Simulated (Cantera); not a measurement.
**SiCl₄ + H₂ (chlorosilane synthesis and conversion)**

A closed system holds: 1 mol SiCl₄, 4.7 mol H₂, held at 1075 K and 260000 Pa.

Cantera equilibrium calculation (NASA polynomials, part measured and part estimated; ideal gas, pure solids and liquids). Candidate condensed phases: Si; 19 gas species. The tables' values for SiCl₃ are old estimates; treat these amounts as uncertain. The numbers say what is thermodynamically allowed, not how fast it happens.

```
Quantity                              Value
--------------------------------  ---------
x(H₂)                                 0.786
x(SiCl₄)                              0.138
x(HCl)                               0.0385
x(SiHCl₃)                            0.0351
x(SiCl₃)                            0.00105
x(SiH₂Cl₂)                          0.00104
x(SiCl₂)                           0.000125
x(SiH₃Cl)                           8.13e-6
gas amount                        5.704 mol
log10 activity of Si(s) (absent)      -1.47
```
